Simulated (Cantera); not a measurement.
A Cantera script and what it prints.

```python
import numpy as np
import cantera as ct

gas_names = """
    F F2 H HF H2 H2F2 H3F3 H4F4 H5F5 H6F6 H7F7 Pb PbF PbF2 PbF4 Pb2
""".split()
cond_names = """
    Pb(cr) Pb(L) PbF2(a) PbF2(b) PbF2(L)
""".split()


# ... load() reads the species with a 1 bar reference pressure and builds the phases ...
atoms = {
    'PbF2': {'Pb': 1, 'F': 2},
    'H2': {'H': 2},
}
top_T = {}  # K; cautious upper limits of use, not melting points


# ... equilibrate(T, P, feed) seeds the gas with the atoms and calls Mixture.equilibrate('TP', solver="vcs", rtol=1e-11, max_steps=5000) ...
results = []
feed = {'PbF2': 1, 'H2': 0.22}  # mol
T = 2200  # K
for P in [0.1, 0.46, 2.2, 10, 46, 220, 1000, 4600, 22000, 100000]:
    mix = equilibrate(T, P, feed)
    results.append((T, P, feed, dict(zip(mix.species_names, mix.species_moles))))
    x = sorted(zip(gas.X, gas.species_names), reverse=True)
    print(f"T = {T:g} K  P = {P:g} Pa  gas = {mix.phase_moles(0):.4g} mol")
    print("   x: " + "  ".join(f"{s} {v:.3e}" for v, s in x if v > 1e-05))
    print("   condensed (mol): " + ("  ".join(f"{mix.phase(i).name} {mix.phase_moles(i):.4g}"
          for i in range(1, mix.n_phases) if mix.phase_moles(i) > 1e-12) or "none"))
```

Output:

```
T = 2200 K  P = 0.1 Pa  gas = 3.019 mol
   x: F 5.231e-01  Pb 3.304e-01  HF 1.385e-01  H 7.228e-03  PbF 7.916e-04
   condensed (mol): none
T = 2200 K  P = 0.46 Pa  gas = 2.994 mol
   x: F 5.190e-01  Pb 3.303e-01  HF 1.453e-01  PbF 3.612e-03  H 1.662e-03  PbF2 1.027e-04
   condensed (mol): none
T = 2200 K  P = 2.2 Pa  gas = 2.94 mol
   x: F 5.101e-01  Pb 3.215e-01  HF 1.493e-01  PbF 1.652e-02  PbF2 2.208e-03  H 3.632e-04
   condensed (mol): none
T = 2200 K  P = 10 Pa  gas = 2.667 mol
   x: F 4.600e-01  Pb 2.827e-01  HF 1.649e-01  PbF 5.957e-02  PbF2 3.263e-02  H 9.787e-05  PbF4 7.684e-05
   condensed (mol): none
T = 2200 K  P = 46 Pa  gas = 2.009 mol
   x: F 2.832e-01  HF 2.190e-01  Pb 1.960e-01  PbF2 1.814e-01  PbF 1.169e-01  PbF4 3.425e-03  H 4.590e-05
   condensed (mol): none
T = 2200 K  P = 220 Pa  gas = 1.595 mol
   x: PbF2 3.395e-01  HF 2.759e-01  Pb 1.368e-01  PbF 1.336e-01  F 9.696e-02  PbF4 1.719e-02  H 3.531e-05
   condensed (mol): none
T = 2200 K  P = 1000 Pa  gas = 1.476 mol
   x: PbF2 3.954e-01  HF 2.980e-01  PbF 1.352e-01  Pb 1.202e-01  PbF4 2.654e-02  F 2.456e-02  H 3.313e-05
   condensed (mol): none
T = 2200 K  P = 4600 Pa  gas = 1.448 mol
   x: PbF2 4.095e-01  HF 3.038e-01  PbF 1.354e-01  Pb 1.164e-01  PbF4 2.939e-02  F 5.521e-03  H 3.266e-05
   condensed (mol): none
T = 2200 K  P = 22000 Pa  gas = 1.442 mol
   x: PbF2 4.126e-01  HF 3.052e-01  PbF 1.354e-01  Pb 1.155e-01  PbF4 3.008e-02  F 1.163e-03  H 3.255e-05
   condensed (mol): none
T = 2200 K  P = 100000 Pa  gas = 1.44 mol
   x: PbF2 4.133e-01  HF 3.054e-01  PbF 1.354e-01  Pb 1.153e-01  PbF4 3.024e-02  F 2.564e-04  Pb2 4.519e-05  H2 3.334e-05  H 3.252e-05
   condensed (mol): none
```

Equilibrium computed with Cantera from the NASA thermochemical tables; the gas is ideal and each condensed phase is pure.
